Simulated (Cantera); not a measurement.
Mixture: CH4 : O2 : N2 = 1 : 3.08 : 11.6 (molar parts), equivalence ratio 0.65, at 1.00 bar, adiabatic and at constant volume. Ignition delay is the time to a rise of 400 K.

Detailed kinetics in Cantera: GRI-Mech 3.0 (53 species, 325 reactions).

**Question.** What does this change do: N2 11.6 to 8.6 parts?

**Answer.** 
```csv
quantity,before,after
delay at 1050 K,0.367 s,0.283 s
delay at 1250 K,17.5 ms,13.5 ms
delay at 1450 K,1.59 ms,1.25 ms
delay at 1650 K,0.277 ms,0.227 ms
delay at 1850 K,77.8 µs,65.3 µs
apparent activation energy between 1750 and 1950 K,160 kJ/mol,160 kJ/mol
```

**Question.** What does this change do: pressure from 1.00 bar to 4.80 bar?

**Answer.** 
```csv
quantity,before,after
delay at 1050 K,0.367 s,68.4 ms
delay at 1250 K,17.5 ms,4.30 ms
delay at 1450 K,1.59 ms,0.454 ms
delay at 1650 K,0.277 ms,75.2 µs
delay at 1850 K,77.8 µs,19.1 µs
apparent activation energy between 1750 and 1950 K,160 kJ/mol,170 kJ/mol
```
